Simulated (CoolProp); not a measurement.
Nitrogen at 920.23 K and 1.96 MPa flows at 0.46 m/s in a round tube of 4.6 mm bore and 0.25 µm roughness, fully developed (64/Re and Nu = 3.66 if laminar; Colebrook and Gnielinski if turbulent). Each further row changes one setting.

The numbers come from the reference Helmholtz-energy equation of state, Span 2000 in CoolProp.

```csv
case,Reynolds number,Darcy friction factor,pressure drop (Pa/m),heat-transfer coefficient (W/(m² K)),mass flow (kg/h)
as stated,383,0.167,[?],49.1,0.196
velocity 0.92 m/s,765,0.0836,54.8,49.1,[?]
diameter 9.2 mm,765,0.0836,6.85,[?],[?]
```

**Question.** Fill in the missing entries.

**Answer.** 
- as stated, pressure drop (Pa/m): 27.4
- velocity 0.92 m/s, mass flow (kg/h): 0.392
- diameter 9.2 mm, heat-transfer coefficient (W/(m² K)): 24.6
- diameter 9.2 mm, mass flow (kg/h): 0.784

Viscosity comes from a separate model (Lemmon 2004). Thermal conductivity comes from a separate model (Lemmon 2004).
